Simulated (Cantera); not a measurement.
Adiabatic ignition

An adiabatic, constant-pressure homogeneous reactor starts with 4.31 % C₃H₈, 19.6 % O₂, 73.6 % N₂, 2.45 % H₂O, at 1650 K and 0.890 bar.

Model: GRI-Mech 3.0 (53 species, 325 reactions), integrated in Cantera. GRI-Mech 3.0 was tuned for natural gas; its chemistry of propane as a main component is partial and can be far from experiment.

```csv
t (s),T (K),x C₃H₈,x O₂,x H₂O,x CH₂O,x CH₄,x OH
3.00e-6,1632,0.0398,0.195,0.0249,0.000188,7.61e-5,7.40e-5
8.55e-6,1620,0.0314,0.190,0.0275,0.00167,0.000730,0.000149
2.44e-5,1801,0.00233,0.144,0.0572,0.00478,0.00498,0.00116
6.95e-5,2547,<1e-12,0.0250,0.119,4.10e-10,<1e-12,0.0242
0.000198,2705,<1e-12,0.0215,0.129,4.58e-10,<1e-12,0.0234
0.000564,2797,<1e-12,0.0186,0.135,5.26e-10,<1e-12,0.0221
0.00161,2796,<1e-12,0.0172,0.136,5.42e-10,<1e-12,0.0213
0.00458,2793,<1e-12,0.0164,0.136,5.49e-10,<1e-12,0.0209
0.0131,2793,<1e-12,0.0164,0.136,5.49e-10,<1e-12,0.0208
0.0372,2793,<1e-12,0.0164,0.136,5.49e-10,<1e-12,0.0208
0.106,2793,<1e-12,0.0164,0.136,5.49e-10,<1e-12,0.0208
0.302,2793,<1e-12,0.0164,0.136,5.49e-10,<1e-12,0.0208
0.862,2793,<1e-12,0.0164,0.136,5.49e-10,<1e-12,0.0208
2.46,2793,<1e-12,0.0164,0.136,5.49e-10,<1e-12,0.0208
7.00,2793,<1e-12,0.0164,0.136,5.49e-10,<1e-12,0.0208
```
x: mole fraction; the columns are a selection and need not sum to one.

The time of steepest temperature rise is 30.2 µs, the temperature at 7.00 s comes out as 2793 K and the equilibrium temperature comes out as 2793 K. The x(C₃H₈) at 7.00 s is <1e-12 (gas-phase equilibrium <1e-12), the x(O₂) at 7.00 s is 0.0164 (gas-phase equilibrium 0.0164) and the x(H₂O) at 7.00 s is 0.136 (gas-phase equilibrium 0.136).
